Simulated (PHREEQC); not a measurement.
A solution holds 89 mmol/kgw H2SO4, 9.2 mmol/kgw ZnSO4 and 0.053 mmol/kgw MnSO4, at 25 °C. Closed to the air; pH follows from the charge balance.

All values are PHREEQC results (ion-association model, wateq4f.dat), not measurements.

This is a speciation only: nothing precipitates in the calculation.

Question: Order these Zn species by the share of Zn that they hold, largest first: ZnSO4, Zn+2, Zn(SO4)2-2.

Answer: Zn+2 (61 %), ZnSO4 (34 %), Zn(SO4)2-2 (5.6 %)

Question: Order these S species by the share of S that they hold, largest first: Zn(SO4)2-2, SO4-2, ZnSO4, HSO4-.

Answer: HSO4- (75 %), SO4-2 (21 %), ZnSO4 (3.1 %), Zn(SO4)2-2 (1.1 %)

The pH is 1.07 and the ionic strength 0.142 mol/kgw. Complexes and solids missing from the database can't appear.
